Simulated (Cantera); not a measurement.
A Cantera script and what it prints.

```python
import numpy as np
import cantera as ct

gas_names = """
    VO2 NH3 NO2 H2O
""".split()
cond_names = """
    V(cr) V(L)
""".split()


# ... load() reads the species with a 1 bar reference pressure and builds the phases ...
species = {s.name: s for s in load("nasa_gas.yaml", gas_names) + load("nasa_condensed.yaml", cond_names)}
# Each term lists the table entries of one substance; the one whose range holds T is used.
reactions = {
    '7 VO2(g) + 4 NH3(g) = 4 NO2(g) + 7 V + 6 H2O(g)':
        [(-7, ['VO2']), (-4, ['NH3']), (4, ['NO2']), (7, ['V(cr)', 'V(L)']), (6, ['H2O'])],
}


def pick(names, T):
    return next(species[n] for n in names if species[n].thermo.min_temp <= T <= species[n].thermo.max_temp)


results = []
for label, terms in reactions.items():
    print(label)
    print("     T/K   dH/kJ  dS/(J/K)   dG/kJ   log10 K")
    for T in [575, 675, 775, 875, 975, 1075, 1175, 1275, 1375, 1475]:
        used = [(nu, pick(names, T)) for nu, names in terms]
        dH = sum(nu * s.thermo.h(T) for nu, s in used) / 1e6
        dS = sum(nu * s.thermo.s(T) for nu, s in used) / 1e3
        dG = dH - T * dS / 1e3
        logK = -dG * 1e6 / (ct.gas_constant * T * np.log(10))
        results.append((label, T, dH, dS, dG, logK, [s.name for _, s in used]))
        print(f"{T:8g} {dH:8.1f} {dS:8.1f} {dG:8.1f} {logK:8.2f}")
```

Output:

```
7 VO2(g) + 4 NH3(g) = 4 NO2(g) + 7 V + 6 H2O(g)
     T/K   dH/kJ  dS/(J/K)   dG/kJ   log10 K
     575    514.9   -290.8    682.1   -61.96
     675    519.7   -283.1    710.8   -55.00
     775    524.4   -276.6    738.8   -49.79
     875    529.4   -270.6    766.1   -45.73
     975    534.7   -264.8    792.9   -42.48
    1075    540.4   -259.3    819.1   -39.80
    1175    546.6   -253.7    844.7   -37.55
    1275    553.5   -248.1    869.8   -35.64
    1375    561.2   -242.3    894.4   -33.97
    1475    569.6   -236.4    918.3   -32.52
```

Source: NASA polynomial tables (part measured, part estimated), evaluated in Cantera. Condensed species are held in their standard states even where they would react or evaporate.
